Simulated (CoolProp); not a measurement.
Diethyl ether at several states: fugacity coefficient from the reference equation and from simpler models built on Tc = 467.9 K, pc = 3.717 MPa, ω = 0.282; each cubic takes its own stable root.

The numbers come from the reference Helmholtz-energy equation of state, Thol 2014 in CoolProp.

```json
[
 {"T (K)": "536.9", "p (MPa)": "13.9", "phase": "supercritical", "reference": "0.4559", "van der Waals": "0.4571", "Redlich-Kwong": "0.4488", "Soave-Redlich-Kwong": "0.4935", "Peng-Robinson": "0.4560"},
 {"T (K)": "494.5", "p (MPa)": "0.0146", "phase": "gas", "reference": "0.9989", "van der Waals": "0.9990", "Redlich-Kwong": "0.9989", "Soave-Redlich-Kwong": "0.9989", "Peng-Robinson": "0.9988"},
 {"T (K)": "372.2", "p (MPa)": "9.55", "phase": "liquid", "reference": "0.08185", "van der Waals": "0.1935", "Redlich-Kwong": "0.1142", "Soave-Redlich-Kwong": "0.08619", "Peng-Robinson": "0.08101"},
 {"T (K)": "538.8", "p (MPa)": "0.0857", "phase": "gas", "reference": "0.9953", "van der Waals": "0.9952", "Redlich-Kwong": "0.9948", "Soave-Redlich-Kwong": "0.9953", "Peng-Robinson": "0.9945"},
 {"T (K)": "282.9", "p (MPa)": "11", "phase": "liquid", "reference": "0.005473", "van der Waals": "0.05932", "Redlich-Kwong": "0.01233", "Soave-Redlich-Kwong": "0.005663", "Peng-Robinson": "0.005457"},
 {"T (K)": "340.1", "p (MPa)": "1.73", "phase": "liquid", "reference": "0.1591", "van der Waals": "0.4661", "Redlich-Kwong": "0.2450", "Soave-Redlich-Kwong": "0.1616", "Peng-Robinson": "0.1587"}
]
```
